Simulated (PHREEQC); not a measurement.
Make-up at 75 °C: 29 mmol/kgw NaHSO4, 0.094 mmol/kgw NaOH and 0.051 mmol/kgw KCl. Closed to the air; pH follows from the charge balance.

Equilibrium calculation in PHREEQC: ion-association model, phreeqc.dat.

Task: The ionic strength comes out as 0.0498 mol/kgw. What activity coefficients do Na+, SO4-2, Cl-, KSO4-, NaSO4- get?

Result: Na+ 0.81, SO4-2 0.43, Cl- 0.80, KSO4- 0.81, NaSO4- 0.81.

No solid was allowed to form. Away from 25 °C the constants follow the database's enthalpies or fits; those with neither stay at their 25 °C values.
